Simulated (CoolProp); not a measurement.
Vapour pressure (MPa) of propylene: the reference equation beside estimates from Tc = 91.1 °C, pc = 4.555 MPa, ω = 0.146. Clausius-Clapeyron is anchored at 17.25 °C with a constant enthalpy of vaporisation of 14.70 kJ/mol.

Values from CoolProp's reference Helmholtz-energy equation of state, Lemmon 2013.

| T (°C) | reference | Clausius-Clapeyron | van der Waals | Redlich-Kwong | Peng-Robinson |
|---|---|---|---|---|---|
| -9.35 | 0.4372 | 0.5125 | 1.084 | 0.5278 | ___ |
| 3.95 | 0.6560 | ___ | 1.379 | 0.7751 | 0.6545 |
| 17.25 | 0.9468 | 0.9468 | 1.719 | ___ | 0.9457 |
| 30.65 | 1.326 | 1.238 | 2.113 | 1.497 | 1.327 |
| 43.95 | 1.801 | 1.581 | ___ | 1.986 | 1.806 |
| 57.25 | 2.390 | 1.978 | 3.048 | 2.573 | 2.401 |
| 70.65 | 3.119 | 2.437 | 3.602 | ___ | 3.136 |
| 83.95 | 4.001 | 2.951 | 4.208 | 4.076 | 4.016 |

Some entries are withheld; supply them.


- -9.35, Peng-Robinson: 0.4361
- 3.95, Clausius-Clapeyron: 0.7069
- 17.25, Redlich-Kwong: 1.094
- 43.95, van der Waals: 2.554
- 70.65, Redlich-Kwong: 3.271

Absolute difference from the reference over all 8 rows, mean and median: Clausius-Clapeyron 13.6 and 14.7 %, van der Waals 61.1 and 50.6 %, Redlich-Kwong 11.5 and 11.6 %, Peng-Robinson 0.3 and 0.3 %.
